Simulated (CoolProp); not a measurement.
A simple Rankine cycle with water: condensing at 300.15 K, boiler at 0.102 MPa, turbine inlet 375.2 K, turbine efficiency 0.8, pump efficiency 0.7, no recuperator. Each further row changes one setting.

Model: reference Helmholtz-energy equation of state, Wagner 2002, in CoolProp.

```tsv
case	thermal efficiency (%)	net work (kJ/kg)	heat in (kJ/kg)	turbine exit temperature (K)	volume ratio over the turbine
as stated	14.8	380	2570	300.2	20.8
turbine inlet 395.2 K	14.9	387	2610	300.2	20.0
condensing temperature 292.15 K	16.3	425	2600	292.1	32.4
boiler pressure 0.0714 MPa	13.3	342	2570	300.2	14.8
turbine efficiency 0.7	13.0	333	2570	300.2	21.2
```

The expansion ends wet for: as stated; turbine inlet 395.2 K; condensing temperature 292.15 K; boiler pressure 0.0714 MPa; turbine efficiency 0.7.
